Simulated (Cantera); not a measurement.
An isothermal, constant-pressure homogeneous reactor starts with CH4 : H2 : H = 0.02 : 1 : 0.13 (molar parts), at 2098 K and 1330 Pa.

Cantera simulation using GRI-Mech 3.0 (53 species, 325 reactions); the numbers are that mechanism's predictions, not measurements. GRI-Mech 3.0 stops at C3 and has no aromatics, soot or wall deposition, so with more carbon than oxygen in the feed, carbon stays in small species such as C2H2 where larger ones or solid carbon would form. Radical loss at walls, strong at low pressure, is not modelled.

x: mole fraction; the columns are a selection and need not sum to one.

```tsv
t (s)	x CH4	x H2	x H	x C2H4	x C2H6	x C2H
1.00e-5	0.00824	0.880	0.103	?	4.84e-7	7.20e-8
3.11e-5	0.00519	0.885	0.0978	?	1.03e-6	1.46e-6
9.69e-5	0.00371	0.894	0.0918	?	5.54e-7	7.27e-6
0.000301	0.00173	0.904	0.0846	?	1.13e-7	1.43e-5
0.000938	0.000503	0.910	0.0805	?	9.48e-9	1.78e-5
0.00292	0.000137	0.912	0.0791	?	7.06e-10	1.88e-5
0.00909	4.14e-5	0.913	0.0781	?	6.38e-11	1.89e-5
0.0283	1.37e-5	0.915	0.0761	1.83e-7	6.85e-12	1.85e-5
0.0880	5.25e-6	0.920	0.0711	1.93e-7	1.00e-12	1.73e-5
0.274	3.15e-6	0.932	0.0594	?	<1e-12	1.43e-5
0.853	4.49e-6	0.951	0.0406	?	<1e-12	9.69e-6
2.65	8.92e-6	0.963	0.0278	4.37e-7	1.57e-12	6.59e-6
8.26	1.04e-5	0.965	0.0264	4.56e-7	1.99e-12	6.25e-6
25.7	1.04e-5	0.965	0.0264	4.56e-7	1.99e-12	6.25e-6
80.0	1.04e-5	0.965	0.0264	4.56e-7	1.99e-12	6.25e-6
```

Problem. Complete the blanks.

Solution. 
- 1.00e-5, x C2H4: 1.74e-5
- 3.11e-5, x C2H4: 9.48e-5
- 9.69e-5, x C2H4: 0.000107
- 0.000301, x C2H4: 3.40e-5
- 0.000938, x C2H4: 4.30e-6
- 0.00292, x C2H4: 5.21e-7
- 0.00909, x C2H4: 2.07e-7
- 0.274, x C2H4: 2.28e-7
- 0.853, x C2H4: 3.20e-7
